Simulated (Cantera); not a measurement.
Input: 1 mol CS₂, 0.021 mol SO₂, 0.35 mol O₂, at 0.158 Torr.

Points: T (K) = 500, 600, 700, 800, 900, 1000, 1100, 1200, 1300, 1400, 1500, 1600, 1700.

Cantera's Mixture.equilibrate('TP', solver="vcs", rtol=1e-11, max_steps=5000) on the NASA tables stopped like this:

```
ERROR: FAILURE its = 5001!

*******************************************************************************
CanteraError thrown by MultiPhase::equilibrate:
VCS solver failed. Return code: -1
*******************************************************************************
```

Problem. What got this run through?

Solution. Several could match; the one computed here: The failure is numerical, not chemical. The same input converged with solver="gibbs", rtol=1e-10, max_steps=50000, and the result passed a check of the equilibrium conditions:
```
log10 of partial pressures in bar; condensed amounts in mol
       T/K        S2       COS        CO       CS2       CO2        S8        CS         S     C(gr)
       500    -5.670    -4.048    -6.630    -4.242    -4.476    -4.564   -20.658   -22.219    0.1451
       600    -4.258    -4.145    -5.828    -4.221    -4.689    -5.978   -17.388   -17.782         0
       700    -4.195    -4.221    -4.794    -4.269    -4.793   -10.728   -14.648   -15.080         0
       800    -4.109    -4.500    -4.263    -4.397    -5.224   -14.107   -12.707   -13.031         0
       900    -4.062    -4.974    -4.101    -4.486    -6.084   -16.789   -11.181   -11.444         0
      1000    -4.050    -5.458    -4.065    -4.505    -7.033   -19.018    -9.897   -10.185         0
      1100    -4.047    -5.874    -4.056    -4.508    -7.863   -20.855    -8.834    -9.157         0
      1200    -4.046    -6.225    -4.053    -4.509    -8.564   -22.379    -7.948    -8.301         0
      1300    -4.045    -6.521    -4.052    -4.510    -9.156   -23.662    -7.200    -7.575         0
      1400    -4.045    -6.775    -4.052    -4.514    -9.660   -24.754    -6.562    -6.953         0
      1500    -4.045    -6.994    -4.053    -4.525   -10.088   -25.694    -6.019    -6.413         0
      1600    -4.045    -7.186    -4.055    -4.554   -10.444   -26.511    -5.565    -5.940         0
      1700    -4.047    -7.359    -4.061    -4.620   -10.725   -27.233    -5.204    -5.524         0
```

The gas is ideal and each condensed phase is pure. Gases not in the tables: S3 to S7.
